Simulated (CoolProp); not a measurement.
The fluid at 293.15 K and 0.575 MPa flows at 0.17 m/s in a round tube of 12.7 mm bore and 45 µm roughness, fully developed (64/Re and Nu = 3.66 if laminar; Colebrook and Gnielinski if turbulent). The same conditions are run with several fluids, on thermodynamics alone (safety and materials aside).

The numbers come from the reference Helmholtz-energy equation of state of each fluid (carbon dioxide: Span 1996; R125: Lemmon 2005; nitrogen: Span 2000; C2F6 (R116): Lemmon 2006) in CoolProp.

```csv
fluid,Reynolds number,Darcy friction factor,pressure drop (Pa/m),heat-transfer coefficient (W/(m² K)),mass flow (kg/h)
carbon dioxide,1570,0.0407,0.497,4.77,0.831
R125,5300,0.0406,1.45,21.6,2.44
nitrogen,810,0.0790,0.595,7.39,0.513
C2F6 (R116),5420,0.0404,1.60,23.0,2.70
```

Transport values come from each fluid's own correlations; those of C2F6 (R116) are estimates that may be off by 10 % or more.
